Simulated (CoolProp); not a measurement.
Values from CoolProp's reference Helmholtz-energy equation of state, Lemmon 2006. It is a short technical equation, of lower accuracy than the large ones.

For nitrous oxide, give the phase and the density (kg/m³), isothermal compressibility (1/MPa), expansivity (1/kK), fugacity coefficient at 371.7 K and 284 bar; 423 K and 284 bar; 500 K and 284 bar.


- 371.7 K and 284 bar: supercritical; density 666, isothermal compressibility 0.0176, expansivity 5.87, fugacity coefficient 0.496
- 423 K and 284 bar: supercritical; density 492, isothermal compressibility 0.0297, expansivity 5.56, fugacity coefficient 0.658
- 500 K and 284 bar: supercritical; density 347, isothermal compressibility 0.0340, expansivity 3.63, fugacity coefficient 0.820
